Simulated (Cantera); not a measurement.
Feed: 1 mol (CH₃)₂SiCl₂, 0.18 mol C₂H₄, 14 mol H₂, held at 23000 Pa.

Cantera equilibrium calculation (NASA polynomials, part measured and part estimated; ideal gas, pure solids and liquids). Candidate condensed phases: C, C₆H₆, C₇H₈, C₈H₁₈, Si, SiC; 109 gas species. The feed counts by its element totals alone. The tables' values for SiCl₃ are old estimates; treat these amounts as uncertain. The numbers say what is thermodynamically allowed, not how fast it happens. All values below are at 1675 K.

Base state: H₂ 0.891, HCl 0.108, SiCl₂ 0.000629, H 0.000229, CH₄ 0.000220, C₂H₂ (acetylene) 5.18e-5, SiCl₃ 3.14e-5, Cl 2.15e-5 (mole fractions); condensed: C(graphite) + SiC(s).

### Question
What changes in the equilibrium state with this change: pressure from 23000 Pa to 133 Pa?

### Answer
| species | before | after |
|---|---|---|
| H₂ | 0.891 | 0.889 |
| HCl | 0.108 | 0.107 |
| H | 0.000229 | 0.00300 |
| SiCl₂ | 0.000629 | 0.000627 |
| CH₄ | 0.000220 | 1.27e-6 |
| SiCl₃ | 3.14e-5 | 2.38e-6 |
| C(graphite), mol | 1.37 | 1.37 |
| SiC(s), mol | 0.988 | 0.988 |
